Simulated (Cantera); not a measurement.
Input: 1 mol SiH₂Cl₂, 0.42 mol N₂O, 3.6 mol N₂, equilibrated at 752 °C and 1.33 mbar.

Cantera equilibrium calculation (NASA polynomials, part measured and part estimated; ideal gas, pure solids and liquids). Candidate condensed phases: H₂O, NH₄Cl, Si, SiO₂, Si₂N₂O, Si₃N₄; 47 gas species. The tables' values for SiCl₃ are old estimates; treat these amounts as uncertain. Kinetics and transport are ignored.

Base state: N₂ 0.662, HCl 0.250, H₂ 0.0587, SiCl₄ 0.0292, SiCl₃ 0.000158, SiHCl₃ 5.88e-5, SiCl₂ 1.79e-5 (mole fractions); condensed: Si₂N₂O(s).

What changes in the equilibrium state with this change: temperature from 752 °C to 1750 °C?


| species | before | after |
|---|---|---|
| N₂ | 0.662 | 0.609 |
| HCl | 0.250 | 0.127 |
| H₂ | 0.0587 | 0.0805 |
| SiCl₂ | 1.79e-5 | 0.0773 |
| SiO | <1e-9 | 0.0636 |
| H | 2.89e-8 | 0.0148 |
| Cl | 1.14e-7 | 0.0173 |
| SiCl₄ | 0.0292 | 1.03e-6 |
| Si | <1e-9 | 0.00706 |
| SiCl | <1e-9 | 0.00308 |
| Si₂N₂O(s), mol | 0.420 | 0 |
The tables' values for SiCl, SiCl₃, SiN are old estimates; treat these amounts as uncertain.
